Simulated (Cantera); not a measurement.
A closed system holds: 1 mol HMDSO, 6.4 mol NO, 70 mol N2, at 14.3 Torr.

Method: chemical equilibrium by Gibbs-energy minimisation in Cantera with the NASA 1993 tables (ideal gas, pure condensed phases). Candidate condensed phases: C, C6H6, C7H8, C8H18, H2O, Si, SiC, SiO2, Si2N2O, Si3N4; 151 gas species. The feed counts by its element totals alone. Mutual solubility and eutectic melting of coexisting phases are not modelled. The tables hold silica as quartz up to 1696 K and as liquid above; real silica turns to tridymite and cristobalite and melts near 1996 K. Kinetics and transport are ignored.

Q: At 1573 K, list the 6 most abundant gas species with their mole fractions, and the condensed phases.

A: N2 0.826, H2 0.103, CO 0.0684, SiO 0.00301, H 9.45e-5, H2O 2.29e-5. Condensed: SiO2(β-quartz) + Si2N2O(s).
